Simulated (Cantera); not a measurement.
Charge: 1 mol C2H6, 0.15 mol H2O, 2.8 mol N2, held at 0.0100 bar.

Method: chemical equilibrium by Gibbs-energy minimisation in Cantera with the NASA 1993 tables (ideal gas, pure condensed phases). Candidate condensed phases: C, C6H6, C7H8, C8H18, H2O; 169 gas species. Ions and electrons are included (thermal ionisation). Rates play no part.

### Question
What share of the C ends up in condensed phases as a function of T (K), at 2000, 2500, 3000, 3500, 4000, 4500, 5000?

### Answer
```csv
T (K),C condensed (%),as
2000,90.0,C(graphite)
2500,79.1,C(graphite)
3000,10.9,C(graphite)
3500,0.0,-
4000,0.0,-
4500,0.0,-
5000,0.0,-
```
